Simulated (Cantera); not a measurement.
Input: 1 mol toluene, 5.2 mol H₂, 0.46 mol CO₂, held at 1.00 bar.

These are equilibrium values from Cantera (NASA tables, ideal gas, pure condensed phases), not measurements of a reactor. Candidate condensed phases: C, C₆H₆, C₇H₈, C₈H₁₈, H₂O; 110 gas species. The numbers say what is thermodynamically allowed, not how fast it happens.

x: gas mole fraction; n: condensed amount in mol.

```json
[
 {"T (°C)": "325", "x H₂": "0.0864", "x CH₄": "0.744", "x H₂O": "0.164", "x CO": "8.53e-5", "n C(graphite)": "[?]"},
 {"T (°C)": "400", "x H₂": "0.205", "x CH₄": "0.638", "x H₂O": "0.150", "x CO": "0.000676", "n C(graphite)": "[?]"},
 {"T (°C)": "475", "x H₂": "0.381", "x CH₄": "0.480", "x H₂O": "0.129", "x CO": "0.00351", "n C(graphite)": "[?]"},
 {"T (°C)": "550", "x H₂": "0.573", "x CH₄": "0.306", "x H₂O": "0.0991", "x CO": "0.0131", "n C(graphite)": "[?]"},
 {"T (°C)": "625", "x H₂": "0.726", "x CH₄": "0.169", "x H₂O": "0.0637", "x CO": "0.0348", "n C(graphite)": "5.74"},
 {"T (°C)": "700", "x H₂": "0.816", "x CH₄": "0.0856", "x H₂O": "0.0317", "x CO": "0.0624", "n C(graphite)": "6.09"},
 {"T (°C)": "775", "x H₂": "0.862", "x CH₄": "0.0434", "x H₂O": "0.0129", "x CO": "0.0803", "n C(graphite)": "6.26"},
 {"T (°C)": "850", "x H₂": "0.884", "x CH₄": "0.0229", "x H₂O": "0.00510", "x CO": "0.0875", "n C(graphite)": "6.37"},
 {"T (°C)": "925", "x H₂": "0.895", "x CH₄": "0.0128", "x H₂O": "0.00213", "x CO": "0.0898", "n C(graphite)": "6.43"},
 {"T (°C)": "1000", "x H₂": "0.901", "x CH₄": "0.00762", "x H₂O": "0.000971", "x CO": "0.0906", "n C(graphite)": "6.47"},
 {"T (°C)": "1075", "x H₂": "0.904", "x CH₄": "0.00477", "x H₂O": "0.000479", "x CO": "0.0909", "n C(graphite)": "6.50"},
 {"T (°C)": "1150", "x H₂": "0.906", "x CH₄": "0.00312", "x H₂O": "0.000254", "x CO": "0.0909", "n C(graphite)": "6.51"}
]
```

**Question.** Fill in the missing entries.

**Answer.** 
- 325, n C(graphite): 3.50
- 400, n C(graphite): 3.82
- 475, n C(graphite): 4.39
- 550, n C(graphite): 5.11
